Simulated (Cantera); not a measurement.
An isothermal, constant-pressure homogeneous reactor starts with NH₃ : H₂ = 1 : 12 (molar parts), at 1825 K and 0.987 atm.

Cantera simulation using the gas-phase N/H chemistry of the illustrative SiF4/NH3 mechanism in the Surface Chemkin manual (1991); the numbers are that mechanism's predictions, not measurements. Walls and surfaces, which speed up NH3 decomposition in real reactors, are not modelled.

One state of this run: x NH₃ = 0.00703; x H₂ = 0.960; x N₂H₂ = 9.06e-10; x NH₂ = 8.40e-6; x N₂ = 0.0324; x NH = 1.69e-7. x: mole fraction; the columns are a selection and need not sum to one.

Question: Which value of t (s) does it belong to?
A) 0.0150
B) 0.267
C) 4.74
D) 0.0632

Answer: C, 4.74
